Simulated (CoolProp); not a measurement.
A single-stage vapour-compression cycle with n-pentane: evaporating at 266.15 K (dew point), condensing at 307.15 K (bubble point), superheat 10 K, subcooling 0 K, compressor efficiency 0.75, no pressure losses. Each further row changes one setting.

The numbers come from the reference Helmholtz-energy equation of state, Thol 2019 in CoolProp.

```csv
case,cooling COP,pressure ratio,discharge temperature (K),refrigerating effect (kJ/kg),volumetric capacity (kJ/m³)
as stated,4.21,5.36,322.5,312,175
evaporating temperature 271.15 K,4.99,4.23,321.2,320,223
condensing temperature 302.15 K,4.91,4.49,317.5,324,181
subcooling 5 K,4.37,5.36,322.5,324,181
superheat 20 K,4.27,5.36,332.8,328,177
compressor efficiency 0.65,3.65,5.36,328.8,312,175
```
